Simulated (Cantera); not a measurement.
**Adiabatic ignition**

An adiabatic, constant-pressure homogeneous reactor starts with 10.0 % CO, 0.422 % H₂, 0.472 % CH₄, 18.7 % O₂, 70.4 % N₂, equivalence ratio 0.33, at 1598 K and 1.28 atm.

Detailed kinetics in Cantera: GRI-Mech 3.0 (53 species, 325 reactions).

| t (s) | T (K) | x CO | x H₂ | x CH₄ | x CO₂ | x CH₂ | x H₂O₂ | x HCN |
|---|---|---|---|---|---|---|---|---|
| 9.00e-6 | 1598 | 0.100 | 0.00422 | 0.00472 | 2.99e-6 | 2.81e-11 | 5.36e-10 | <1e-12 |
| 2.60e-5 | 1598 | 0.100 | 0.00416 | 0.00461 | 9.01e-5 | 3.11e-8 | 8.38e-9 | <1e-12 |
| 7.49e-5 | 1756 | 0.0709 | 0.000561 | <1e-12 | 0.0345 | <1e-12 | 2.11e-7 | 2.12e-12 |
| 0.000216 | 2085 | 0.0286 | 0.000609 | <1e-12 | 0.0792 | <1e-12 | 7.11e-8 | <1e-12 |
| 0.000624 | 2292 | 0.0152 | 0.000306 | <1e-12 | 0.0942 | <1e-12 | 3.24e-8 | <1e-12 |
| 0.00180 | 2393 | 0.00717 | 0.000143 | <1e-12 | 0.103 | <1e-12 | 2.78e-8 | <1e-12 |
| 0.00520 | 2407 | 0.00567 | 0.000115 | <1e-12 | 0.105 | <1e-12 | 2.96e-8 | <1e-12 |
| 0.0150 | 2401 | 0.00552 | 0.000112 | <1e-12 | 0.105 | <1e-12 | 2.92e-8 | <1e-12 |
| 0.0433 | 2392 | 0.00530 | 0.000109 | <1e-12 | 0.105 | <1e-12 | 2.84e-8 | <1e-12 |
| 0.125 | 2388 | 0.00519 | 0.000107 | <1e-12 | 0.105 | <1e-12 | 2.80e-8 | 1.05e-12 |
| 0.360 | 2388 | 0.00519 | 0.000107 | <1e-12 | 0.105 | <1e-12 | 2.80e-8 | 1.05e-12 |
| 1.04 | 2388 | 0.00519 | 0.000107 | <1e-12 | 0.105 | <1e-12 | 2.80e-8 | 1.05e-12 |
| 3.00 | 2388 | 0.00519 | 0.000107 | <1e-12 | 0.105 | <1e-12 | 2.80e-8 | 1.05e-12 |
x: mole fraction; the columns are a selection and need not sum to one.

time of steepest temperature rise: 43.9 µs
temperature at 3.00 s: 2388 K
equilibrium temperature: 2388 K
x(CO) at 3.00 s: 0.00519 (gas-phase equilibrium 0.00519)
x(H₂) at 3.00 s: 0.000107 (gas-phase equilibrium 0.000107)
x(CH₄) at 3.00 s: <1e-12 (gas-phase equilibrium <1e-12)
